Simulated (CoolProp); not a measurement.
Vapour-liquid equilibrium of diethyl ether (1) + acetone (2) at 0.526 MPa; x and y are mole fractions of (1).

Computed with CoolProp (multi-fluid Helmholtz-energy mixture model, Thol 2014 and Lemmon 2006; pair parameters Bell 2016).

```json
[
 {"x": "0.05", "bubble temperature (K)": "(withheld)", "y at the bubble point": "0.097", "dew temperature at overall composition x (K)": "385.9", "liquid density (mol/L)": "11.42"},
 {"x": "0.15", "bubble temperature (K)": "(withheld)", "y at the bubble point": "0.265", "dew temperature at overall composition x (K)": "(withheld)", "liquid density (mol/L)": "11.05"},
 {"x": "0.25", "bubble temperature (K)": "376.0", "y at the bubble point": "0.400", "dew temperature at overall composition x (K)": "380.4", "liquid density (mol/L)": "10.69"},
 {"x": "0.35", "bubble temperature (K)": "372.7", "y at the bubble point": "0.508", "dew temperature at overall composition x (K)": "377.5", "liquid density (mol/L)": "10.33"},
 {"x": "0.45", "bubble temperature (K)": "370.1", "y at the bubble point": "(withheld)", "dew temperature at overall composition x (K)": "374.5", "liquid density (mol/L)": "9.989"},
 {"x": "0.55", "bubble temperature (K)": "368.0", "y at the bubble point": "0.671", "dew temperature at overall composition x (K)": "371.5", "liquid density (mol/L)": "9.660"},
 {"x": "0.65", "bubble temperature (K)": "(withheld)", "y at the bubble point": "(withheld)", "dew temperature at overall composition x (K)": "368.6", "liquid density (mol/L)": "9.348"},
 {"x": "0.75", "bubble temperature (K)": "365.1", "y at the bubble point": "0.803", "dew temperature at overall composition x (K)": "366.1", "liquid density (mol/L)": "9.055"},
 {"x": "0.85", "bubble temperature (K)": "364.3", "y at the bubble point": "0.871", "dew temperature at overall composition x (K)": "(withheld)", "liquid density (mol/L)": "(withheld)"},
 {"x": "0.95", "bubble temperature (K)": "363.8", "y at the bubble point": "0.951", "dew temperature at overall composition x (K)": "363.9", "liquid density (mol/L)": "8.528"}
]
```

### Question
Complete the blanks.

### Answer

- 0.05, bubble temperature (K): 384.6
- 0.15, bubble temperature (K): 380.0
- 0.15, dew temperature at overall composition x (K): 383.2
- 0.45, y at the bubble point: 0.597
- 0.65, bubble temperature (K): 366.4
- 0.65, y at the bubble point: 0.738
- 0.85, dew temperature at overall composition x (K): 364.5
- 0.85, liquid density (mol/L): 8.782

No azeotrope shows between x = 0.05 and 0.95.

The pair parameters rest on a limited set of measurements; away from them the model extrapolates.
